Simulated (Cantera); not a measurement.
# Equilibrium for silicon etching in halogen gases: Si + HF + H₂

Charge: 1 mol Si, 13 mol HF, 14 mol H₂, at 0.00110 bar.

These are equilibrium values from Cantera (NASA tables, ideal gas, pure condensed phases), not measurements of a reactor. Candidate condensed phases: Si; 25 gas species. The tables' values for SiF₃, SiF₂ are old estimates; treat these amounts as uncertain. Equilibrium is a limit: real reactors are often held back by kinetics, nucleation or transport.

From 798 K to 1698 K nothing is condensed. The main Si-bearing gas is SiF₄ throughout.

```
T (K)   x H₂   x HF  x SiF₄    x SiF₃       x H    x SiF₂  x SiHF₃     x SiF
-----  -----  -----  ------  --------  --------  --------  -------  --------
798    0.615  0.346  0.0385  1.54e-11  6.30e-11    <1e-12  2.29e-9    <1e-12
948    0.615  0.346  0.0385   6.63e-9   1.24e-8    <1e-12  6.00e-8    <1e-12
1098   0.615  0.346  0.0385   5.34e-7   5.85e-7  1.10e-11  6.36e-7    <1e-12
1248   0.615  0.346  0.0384   1.47e-5   1.10e-5   5.46e-9  3.78e-6    <1e-12
1398   0.615  0.346  0.0382  0.000196  0.000112   6.91e-7  1.52e-5  4.38e-12
1548   0.613  0.347  0.0368   0.00150  0.000727   3.22e-5  4.46e-5   2.32e-9
1698   0.606  0.352  0.0308   0.00677   0.00339  0.000624  9.10e-5   3.25e-7
```
x: gas mole fraction; nothing condenses.
